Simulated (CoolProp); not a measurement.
Vapour-liquid equilibrium of CHF3 (R23) (1) + R22 (2) at 0.19 MPa; x and y are mole fractions of (1).

The numbers come from the multi-fluid Helmholtz-energy mixture model, Penoncello 2003 and Kamei 1995; pair parameters Bell 2016 in CoolProp.

| x | bubble temperature, mixture model (K) | bubble temperature, Raoult's law (K) | y, mixture model | y, Raoult's law |
|---|---|---|---|---|
| 0.05 | 240.1 | 241.1 | 0.268 | 0.248 |
| 0.2 | 226.4 | 229.0 | 0.661 | 0.636 |
| 0.35 | 218.3 | 220.9 | 0.812 | 0.804 |
| 0.5 | 213.0 | 215.0 | 0.885 | 0.891 |
| 0.65 | 209.3 | 210.4 | 0.930 | 0.941 |
| 0.8 | 206.3 | 206.7 | 0.962 | 0.973 |
| 0.95 | 203.6 | 203.7 | 0.991 | 0.994 |

The largest gap from Raoult's law is -2.6 K in bubble temperature, at x = 0.35. No azeotrope shows between x = 0.05 and 0.95.

Pair parameters are fitted to limited data, so mixtures are less certain than the pure fluids.
